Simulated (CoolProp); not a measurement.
Properties of chlorine at several states.

Values from CoolProp's reference Helmholtz-energy equation of state, Thol 2021.

```tsv
T (K)	p (MPa)	phase	density (kg/m³)	speed of sound (m/s)
389.2	11.4	liquid	___	503.0
228.6	0.0196	gas	0.7355	189.3
353.8	14.8	liquid	1265	692.7
299.9	0.0156	gas	0.4444	___
226	0.947	liquid	___	1116
```

**Question.** Fill in the missing entries.

**Answer.** 
- 389.2, density (kg/m³): 1109
- 299.9, speed of sound (m/s): 215.6
- 226, density (kg/m³): 1601
